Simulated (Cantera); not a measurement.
## Premixed flame

A freely propagating, adiabatic, planar premixed flame of H2 : O2 : N2 = 1 : 0.521 : 1.93 (molar parts), equivalence ratio 0.96, unburnt at 400 K and 380000 Pa; mixture-averaged transport, grid criteria slope 0.08 and curve 0.16, no radiation.

Computed with Cantera and the H2/O2 subset of GRI-Mech 3.0, which has no nitrogen chemistry. The hydrogen kinetics of GRI-Mech 3.0 are dated; newer H2 mechanisms differ, most at raised pressure. Burning velocities carry a grid error of a few per cent, more on coarse grids.

```csv
z (mm),T (K),u (m/s),x H2,x O2,x HO2,x O,x H2O,x OH
-0.215,400,3.23,0.290,0.151,<1e-8,<1e-8,<1e-8,<1e-8
-0.144,400,3.23,0.290,0.151,<1e-8,<1e-8,5.83e-8,<1e-8
-0.108,400,3.23,0.289,0.151,5.73e-8,<1e-8,1.06e-6,<1e-8
-0.0718,401,3.23,0.287,0.152,1.31e-6,4.57e-8,2.00e-5,<1e-8
-0.0359,449,3.52,0.266,0.155,0.000224,3.38e-6,0.00224,1.22e-5
-0.0179,762,5.74,0.216,0.149,0.000872,0.000198,0.0326,0.000957
0,1253,9.15,0.141,0.114,0.000367,0.00243,0.113,0.00280
0.0179,1597,11.5,0.0768,0.0678,0.000173,0.00612,0.196,0.00750
0.0359,1790,12.9,0.0470,0.0415,8.97e-5,0.00763,0.240,0.0120
0.0718,1979,14.1,0.0333,0.0275,4.53e-5,0.00695,0.266,0.0153
0.144,2144,15.2,0.0270,0.0220,2.51e-5,0.00468,0.282,0.0153
0.287,2275,16.0,0.0203,0.0180,1.34e-5,0.00274,0.296,0.0135
0.574,2364,16.5,0.0141,0.0150,7.51e-6,0.00155,0.308,0.0111
```
x: mole fraction of selected species; z is measured from the peak of heat release.

laminar burning velocity: 323 cm/s
thermal thickness: 0.0718 mm
peak x(HO2): 0.000969
peak x(O): 0.00772
peak x(OH): 0.0156
grid points: 110
